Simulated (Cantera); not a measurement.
Feed: 1 mol SiF₄, 0.9 mol N₂, 31 mol NH₃, at 1223 K and 7.60 mbar.

Cantera equilibrium calculation (NASA polynomials, part measured and part estimated; ideal gas, pure solids and liquids). Candidate condensed phases: Si, Si₃N₄; 37 gas species. The tables' values for SiF₃ are old estimates; treat these amounts as uncertain. Kinetics and transport are ignored.

Base state: H₂ 0.726, N₂ 0.256, SiF₄ 0.0148, HF 0.00207, SiF₃ 0.000238, SiHF₃ 0.000220 (mole fractions); condensed: Si₃N₄(s).

Task: What changes in the equilibrium state with this change: temperature from 1223 K to 1373 K?

Result: 
```csv
species,before,after
H₂,0.726,0.725
N₂,0.256,0.256
SiF₄,0.0148,0.0130
HF,0.00207,0.00410
SiF₂,3.97e-6,0.000138
H,2.94e-6,3.25e-5
SiF₃,0.000238,0.00157
SiHF₃,0.000220,0.000417
"Si₃N₄(s), mol",0.00852,0.00968
```
The tables' values for SiF₃, SiF₂ are old estimates; treat these amounts as uncertain.
